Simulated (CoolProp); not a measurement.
Vapour-liquid equilibrium of acetone (1) + n-heptane (2) at 143.85 °C; x and y are mole fractions of (1).

The numbers come from the multi-fluid Helmholtz-energy mixture model, Lemmon 2006 and Span 2003; pair parameters Bell 2016 in CoolProp.

```csv
x,bubble pressure (MPa),y at the bubble point,dew pressure at overall composition x (MPa),liquid density (mol/L)
0.05,0.4133,0.223,0.3423,5.790
0.125,0.5253,0.408,0.3701,5.985
0.2,0.6174,0.516,0.4023,6.196
0.275,0.6927,0.588,0.4400,6.425
0.35,0.7548,0.640,0.4847,6.676
0.425,0.8064,0.682,0.5380,6.955
0.5,0.8501,0.718,0.6020,7.266
0.575,0.8878,0.751,0.6785,7.618
0.65,0.9208,0.783,0.7667,8.017
0.725,0.9499,0.817,0.8586,8.474
0.8,0.9749,0.855,0.9360,8.999
0.875,0.9950,0.899,0.9852,9.606
0.95,1.008,0.954,1.007,10.31
```

No azeotrope shows between x = 0.05 and 0.95.

Pair parameters are fitted to limited data, so mixtures are less certain than the pure fluids.
